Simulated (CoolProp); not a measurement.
Vapour-liquid equilibrium of n-butane (1) + cyclohexane (2) at 292.2 K; x and y are mole fractions of (1).

The numbers come from the multi-fluid Helmholtz-energy mixture model, Bücker 2006 and Zhou 2014; pair parameters Bell 2016 in CoolProp.

```tsv
x	bubble pressure (MPa)	y at the bubble point	dew pressure at overall composition x (MPa)	liquid density (mol/L)
0.05	0.01682	0.439	0.01038	9.314
0.15	0.03328	0.747	0.01150	9.414
0.25	0.05235	0.859	0.01291	9.509
0.35	0.07287	0.913	0.01471	9.598
0.45	0.09379	0.943	0.01710	9.682
0.55	0.1144	0.961	0.02044	9.758
0.65	0.1342	0.974	0.02540	9.826
0.75	0.1534	0.983	0.03363	9.884
0.85	0.1722	0.991	0.05007	9.930
0.95	0.1913	0.997	0.1008	9.963
```

No azeotrope shows between x = 0.05 and 0.95.

Pair parameters are fitted to limited data, so mixtures are less certain than the pure fluids.
